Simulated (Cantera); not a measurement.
An adiabatic, constant-volume homogeneous reactor starts with 8.73 % CH4, 19.2 % O2, 72.1 % N2, at 1700 K and 4.00 bar.

Detailed kinetics in Cantera: GRI-Mech 3.0 (53 species, 325 reactions). Above 3000 K some thermodynamic fits are extrapolated.

x: mole fraction; the columns are a selection and need not sum to one.

| t (s) | T (K) | P (bar) | x CH4 | x O2 | x O | x H2O2 | x NO |
|---|---|---|---|---|---|---|---|
| 5.00e-6 | 1700 | 4.00 | 0.0872 | 0.192 | ? | 2.21e-7 | <1e-12 |
| 1.62e-5 | 1700 | 4.00 | 0.0867 | 0.192 | ? | 5.46e-7 | 5.88e-12 |
| 5.27e-5 | 1760 | 4.16 | 0.0745 | 0.183 | ? | 8.60e-6 | 3.98e-10 |
| 0.000171 | 3058 | 7.53 | <1e-12 | 0.0287 | 0.00855 | 1.17e-6 | 0.0136 |
| 0.000555 | 3052 | 7.51 | <1e-12 | 0.0274 | 0.00820 | 1.14e-6 | 0.0171 |
| 0.00180 | 3052 | 7.51 | <1e-12 | 0.0274 | 0.00820 | 1.14e-6 | 0.0171 |
| 0.00585 | 3052 | 7.51 | <1e-12 | 0.0274 | 0.00820 | 1.14e-6 | 0.0171 |
| 0.0190 | 3052 | 7.51 | <1e-12 | 0.0274 | 0.00820 | 1.14e-6 | 0.0171 |
| 0.0616 | 3052 | 7.51 | <1e-12 | 0.0274 | 0.00820 | 1.14e-6 | 0.0171 |
| 0.200 | 3052 | 7.51 | <1e-12 | 0.0274 | 0.00820 | 1.14e-6 | 0.0171 |

### Question
Complete the blanks.

### Answer

- 5.00e-6, x O: 2.23e-7
- 1.62e-5, x O: 8.66e-7
- 5.27e-5, x O: 1.42e-5
